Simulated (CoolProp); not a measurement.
Values from CoolProp's reference Helmholtz-energy equation of state, Span 2000.

**Question.** For nitrogen, give the phase and the cp (kJ/(kg K)), conductivity (mW/(m K)) at 337.65 °C and 1.04 MPa.

**Answer.** 
- 337.65 °C and 1.04 MPa: gas; cp 1.08, conductivity 45.6

Thermal conductivity comes from a separate model (Lemmon 2004).
